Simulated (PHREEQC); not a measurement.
Buffer

Solution (25 °C): 0.0088 mol KH2PO4 and 0.00014 mol Na2B4O7 per kg of water. Closed to the air; pH follows from the charge balance.

Equilibrium calculation in PHREEQC: ion-association model, wateq4f.dat.

Each row changes one thing in this solution. Precipitation was switched off in this run.

```
case                                              pH  ionic strength (mol/kgw)  H2BO3- (mol/kgw)
----------------------------------------------  ----  ------------------------  ----------------
as made                                         5.60                   0.00936           1.43e-7
0.016 mol/kgw H2SO4 added                       1.80                    0.0353          2.48e-11
temperature from 25 to 15 °C                    5.62                   0.00936           1.25e-7
KH2PO4 replaced by K2HPO4 at the same molality  9.22                    0.0263          0.000299
KH2PO4 left out                                 9.18                  0.000280          0.000264
```

H3PO4, which wateq4f.dat lacks, is added to it with the constant of phreeqc.dat.
